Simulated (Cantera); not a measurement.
## Low-pressure radical oxidation in H2/O2

An isothermal, constant-pressure homogeneous reactor starts with H2 : O2 = 0.059 : 1 (molar parts), equivalence ratio 0.029, at 1350 K and 0.0100 bar.

Detailed kinetics in Cantera: GRI-Mech 3.0 (53 species, 325 reactions). Radical loss at walls, strong at low pressure, is not modelled. The temperature is held fixed by assumption; the heat of reaction is taken as removed at once.

```
t (s)         x H2   x O2    x H2O      x OH    x HO2
--------  --------  -----  -------  --------  -------
5.00e-5     0.0557  0.944  3.06e-9   1.03e-8  2.25e-8
0.000182    0.0557  0.944  9.66e-8   9.43e-8  8.17e-8
0.000660    0.0557  0.944  1.34e-5   7.38e-6  3.04e-7
0.00240    0.00195  0.900   0.0460   0.00693  1.95e-6
0.00871   0.000988  0.900   0.0485   0.00564  1.79e-6
0.0316    0.000823  0.908   0.0501   0.00516  1.70e-6
0.115     0.000447  0.924   0.0533   0.00384  1.38e-6
0.417     0.000102  0.938   0.0560   0.00184  6.68e-7
1.52       1.19e-5  0.942   0.0570  0.000634  1.56e-7
5.51       1.45e-6  0.943   0.0572  0.000221  3.76e-8
20.0       2.56e-7  0.943   0.0573   9.31e-5  3.39e-8
```
x: mole fraction; the columns are a selection and need not sum to one.

Equilibrium at this temperature and pressure: H2 1.21e-7, O2 0.943, H2O 0.0573, OH 6.41e-5, HO2 4.36e-8 (gas phase only).
